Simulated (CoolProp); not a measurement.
Model: reference Helmholtz-energy equation of state, Thol 2014, in CoolProp.

Question: For diethyl ether, give the phase and the cp (kJ/(kg K)), Joule-Thomson coefficient (K/MPa) at 439.2 K and 1.66 bar; 507.3 K and 8.02 bar; 408.2 K and 0.113 bar.

Answer: 
- 439.2 K and 1.66 bar: gas; cp 2.09, Joule-Thomson coefficient 9.75
- 507.3 K and 8.02 bar: gas; cp 2.32, Joule-Thomson coefficient 6.69
- 408.2 K and 0.113 bar: gas; cp 1.98, Joule-Thomson coefficient 12.0
